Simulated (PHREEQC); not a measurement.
Solution (65 °C): 19 mmol/kgw NaOH, 0.0049 mmol/kgw CO2 and 0.049 mmol/kgw Na2CO3. Closed to the air; pH follows from the charge balance.

Equilibrium calculation in PHREEQC: Pitzer model, pitzer.dat.

pH: 11.12
ionic strength: 0.0192 mol/kgw
specific conductance: 8770 µS/cm
osmotic coefficient: 0.955
total alkalinity: 19.1 meq/kg

```csv
species,molality,activity,log γ
Na+,0.0191,0.0165,-0.063
OH-,0.0190,0.0164,-0.064
CO3-2,5.08e-5,2.74e-5,-0.268
HCO3-,3.15e-6,2.93e-6,-0.032
```

Precipitation was switched off in this run. Species that the database lacks are ignored. At this temperature some constants are extrapolated from 25 °C, and those without enthalpy data are left unchanged.
